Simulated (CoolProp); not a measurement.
Vapour-liquid equilibrium of isohexane (1) + n-hexane (2) at 36.45 °C; x and y are mole fractions of (1).

Computed with CoolProp (multi-fluid Helmholtz-energy mixture model, Lemmon 2006 and Thol 2019; pair parameters Bell 2016).

Q: Give the bubble pressure and the first vapour's composition at x = 0.45, 0.65, 0.95. Is there an azeotrope?

A: x = 0.45: 38.18 kPa, y = 0.528; x = 0.65: 40.56 kPa, y = 0.714; x = 0.95: 43.89 kPa, y = 0.961. No azeotrope shows between x = 0.05 and 0.95.

Pair parameters are fitted to limited data, so mixtures are less certain than the pure fluids.
